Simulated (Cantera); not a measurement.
A perfectly stirred reactor is fed with 8.15 % CH₄, 23.0 % O₂, 68.9 % N₂, equivalence ratio 0.71, at 1700000 Pa; it is adiabatic with a 475 K inlet, and is followed from long to short residence time, starting on the burning branch (τ in s: 0.15, 0.081, 0.044, 0.024, 0.013, 0.0068, 0.0037, 0.002, 0.0011, 0.00058, 0.00031, 0.00017, 9e-05).

Computed with Cantera and GRI-Mech 3.0 (53 species, 325 reactions). The pressure lies above the range GRI-Mech 3.0 was tuned for (to about 10 atm).

Q: Predict: blow-out, bracketed by the residence times tried; x(CH₄) at τ = 0.150 s; x(O₂) at τ = 0.150 s; x(OH) at τ = 0.150 s; x(CH₂O) at τ = 0.150 s; x(CH₄) at τ = 3.70 ms; x(O₂) at τ = 3.70 ms; x(CH₂CO) at τ = 3.70 ms; x(OH) at τ = 3.70 ms; x(CH₂O) at τ = 3.70 ms.

A: 
```json
{
  "blow_out_bracketed_by_the_residence_times_tried": "burning at 90.0 µs, the shortest tried",
  "x(CH₄) at τ = 0.150 s": "2.62e-7",
  "x(O₂) at τ = 0.150 s": "0.0643",
  "x(OH) at τ = 0.150 s": "0.00225",
  "x(CH₂O) at τ = 0.150 s": "3.86e-8",
  "x(CH₄) at τ = 3.70 ms": "9.62e-6",
  "x(O₂) at τ = 3.70 ms": "0.0664",
  "x(CH₂CO) at τ = 3.70 ms": "1.23e-9",
  "x(OH) at τ = 3.70 ms": "0.00243",
  "x(CH₂O) at τ = 3.70 ms": "1.46e-6"
}
```
